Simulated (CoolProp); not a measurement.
Values from CoolProp's reference Helmholtz-energy equation of state, Gao 2022.

Problem. Give the vapour pressure (bar), liquid density (kg/m³), vapour density (kg/m³), enthalpy of vaporisation (kJ/kg) of saturated n-perfluorohexane at -59.85, 16.05 °C.

Solution. 
| T (°C) | p (bar) | liquid density (kg/m³) | vapour density (kg/m³) | enthalpy of vaporisation (kJ/kg) |
|---|---|---|---|---|
| -59.85 | 0.000964 | 1910 | 0.0184 | 114 |
| 16.05 | 0.196 | 1700 | 2.80 | 95.4 |
